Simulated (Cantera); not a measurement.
A closed system holds: 1 mol Si₃N₄, 0.066 mol O₂, 67 mol N₂, held at 2000 K and 0.00133 bar.

Method: chemical equilibrium by Gibbs-energy minimisation in Cantera with the NASA 1993 tables (ideal gas, pure condensed phases). Candidate condensed phases: Si, SiO₂, Si₂N₂O, Si₃N₄; 16 gas species. The tables' values for SiN are old estimates; treat these amounts as uncertain. Equilibrium is a limit: real reactors are often held back by kinetics, nucleation or transport.

Base state: N₂ 0.964, Si 0.0327, SiO 0.00185, Si₂N 0.000400, Si₂ 0.000339, SiN 0.000305, Si₃ 7.26e-5 (mole fractions); condensed: Si(l).

What changes in the equilibrium state with this change: pressure from 0.00133 bar to 0.133 bar?


| species | before | after |
|---|---|---|
| N₂ | 0.964 | 0.998 |
| SiO | 0.00185 | 0.00191 |
| Si | 0.0327 | 0.000327 |
| Si₂N | 0.000400 | 4.07e-5 |
| Si₃ | 7.26e-5 | 7.26e-7 |
| Si₂ | 0.000339 | 3.39e-6 |
| SiN | 0.000305 | 3.10e-5 |
| Si(l), mol | 0.389 | 2.84 |
